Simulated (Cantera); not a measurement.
A Cantera script and what it prints.

```python
import numpy as np
import cantera as ct

gas_names = """
    H H2 N NH NH2 NH3 N2 N2H2 N2H4 Si SiH SiH2 SiH3 SiH4 SiN Si2 Si2N Si3
""".split()
cond_names = """
    Si(cr) Si(L) Si3N4(a)
""".split()


def load(file, names, dense=False):
    # The tables refer to 1 bar. Condensed volumes are neglected.
    table = {s.name: s for s in ct.Species.list_from_file(file)}
    out = []
    for n in names:
        d = dict(table[n].input_data)
        d["thermo"] = dict(d["thermo"], **{"reference-pressure": 1e5})
        if dense:
            d["equation-of-state"] = {"model": "constant-volume", "density": "1e6 g/cm^3"}
        out.append(ct.Species.from_dict(d))
    return out


gas = ct.Solution(thermo="ideal-gas", species=load("nasa_gas.yaml", gas_names))
cond = {s.name: ct.Solution(thermo="fixed-stoichiometry", species=[s], name=s.name)
        for s in load("nasa_condensed.yaml", cond_names, dense=True)}
atoms = {
    'SiH4': {'Si': 1, 'H': 4},
    'N2': {'N': 2},
    'H2': {'H': 2},
}
top_T = {'Si3N4(a)': 2400}  # K; cautious upper limits of use, not melting points


def equilibrate(T, P, feed):
    n = {}
    for name, mol in feed.items():
        for a, k in atoms[name].items():
            n[a] = n.get(a, 0.0) + k * mol
    gas.TPX = T, P, n
    mass = sum(n.values()) * gas.mean_molecular_weight
    gas.equilibrate("TP")
    valid = [c for c in cond.values() if c.min_temp <= T <= top_T.get(c.name, c.max_temp)]
    mix = ct.Mixture([(gas, mass / gas.mean_molecular_weight)] + [(c, 0.0) for c in valid])
    mix.T, mix.P = T, P
    mix.equilibrate("TP", solver="vcs", rtol=1e-11, max_steps=5000)
    return mix


results = []
feed = {'SiH4': 1, 'N2': 4.7, 'H2': 17}  # mol
T = 1975  # K
for P in [5, 36, 260, 1900, 14000, 100000]:
    mix = equilibrate(T, P, feed)
    results.append((T, P, feed, dict(zip(mix.species_names, mix.species_moles))))
    x = sorted(zip(gas.X, gas.species_names), reverse=True)
    print(f"T = {T:g} K  P = {P:g} Pa  gas = {mix.phase_moles(0):.4g} mol")
    print("   x: " + "  ".join(f"{s} {v:.3e}" for v, s in x if v > 0.001))
    print("   condensed (mol): " + ("  ".join(f"{mix.phase(i).name} {mix.phase_moles(i):.4g}"
          for i in range(1, mix.n_phases) if mix.phase_moles(i) > 1e-12) or "none"))
```

Result:

```
T = 1975 K  P = 5 Pa  gas = 26.76 mol
   x: H2 6.330e-01  N2 1.756e-01  H 1.540e-01  Si 3.714e-02
   condensed (mol): none
T = 1975 K  P = 36 Pa  gas = 25.46 mol
   x: H2 7.154e-01  N2 1.845e-01  H 6.100e-02  Si 3.826e-02
   condensed (mol): none
T = 1975 K  P = 260 Pa  gas = 24.3 mol
   x: H2 7.699e-01  N2 1.933e-01  H 2.355e-02  Si 1.243e-02
   condensed (mol): Si(L) 0.6717
T = 1975 K  P = 1900 Pa  gas = 23.85 mol
   x: H2 7.921e-01  N2 1.970e-01  H 8.835e-03  Si 1.701e-03
   condensed (mol): Si(L) 0.9505
T = 1975 K  P = 14000 Pa  gas = 23.75 mol
   x: H2 7.984e-01  N2 1.979e-01  H 3.268e-03
   condensed (mol): Si(L) 0.9904
T = 1975 K  P = 100000 Pa  gas = 23.05 mol
   x: H2 8.236e-01  N2 1.750e-01  H 1.242e-03
   condensed (mol): Si3N4(a) 0.3325
```

Equilibrium computed with Cantera from the NASA thermochemical tables; the gas is ideal and each condensed phase is pure. The tables' values for SiN are old estimates; treat these amounts as uncertain. Gases not in the tables: Si2H6 and higher silanes.
